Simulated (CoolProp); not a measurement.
CF4 (R14) at 406.81 K and 0.367 MPa flows at 3.6 m/s in a round tube of 4.6 mm bore and 1.5 µm roughness, fully developed (64/Re and Nu = 3.66 if laminar; Colebrook and Gnielinski if turbulent). Each further row changes one setting.

The numbers come from the reference Helmholtz-energy equation of state, Platzer 1990 in CoolProp. This equation is an older, rougher fit.

| case | Reynolds number | Darcy friction factor | pressure drop (Pa/m) | heat-transfer coefficient (W/(m² K)) | mass flow (kg/h) |
|---|---|---|---|---|---|
| as stated | [?] | [?] | [?] | [?] | 2.06 |
| velocity 7.2 m/s | 14200 | 0.0288 | [?] | 222 | 4.13 |
| diameter 9.2 mm | 14200 | [?] | 192 | 110 | [?] |

### Question
Fill in the missing entries.

### Answer

- as stated, Reynolds number: 7080
- as stated, Darcy friction factor: 0.0343
- as stated, pressure drop (Pa/m): 463
- as stated, heat-transfer coefficient (W/(m² K)): 124
- velocity 7.2 m/s, pressure drop (Pa/m): 1550
- diameter 9.2 mm, Darcy friction factor: 0.0285
- diameter 9.2 mm, mass flow (kg/h): 8.25

Viscosity comes from a separate model (Huber 2003), an estimate that may be off by 10 % or more. Thermal conductivity comes from a separate model (Huber 2003), an estimate that may be off by 10 % or more.
